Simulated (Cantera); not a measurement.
An adiabatic, constant-pressure homogeneous reactor starts with H₂ : O₂ : N₂ = 1 : 0.5 : 2.7 (molar parts), at 1598 K and 0.987 atm.

Computed with Cantera and the H2/O2 subset of GRI-Mech 3.0, which has no nitrogen chemistry.

Task: Predict: time of steepest temperature rise; temperature at 0.200 s; equilibrium temperature; x(H₂) at 0.200 s; x(O₂) at 0.200 s; x(O) at 0.200 s; x(OH) at 0.200 s; x(H) at 0.200 s.

Result: time of steepest temperature rise: 12.2 µs
temperature at 0.200 s: 2774 K
equilibrium temperature: 2774 K
x(H₂) at 0.200 s: 0.0358 (gas-phase equilibrium 0.0358)
x(O₂) at 0.200 s: 0.0130 (gas-phase equilibrium 0.0130)
x(O) at 0.200 s: 0.00563 (gas-phase equilibrium 0.00563)
x(OH) at 0.200 s: 0.0225 (gas-phase equilibrium 0.0225)
x(H) at 0.200 s: 0.0142 (gas-phase equilibrium 0.0142)
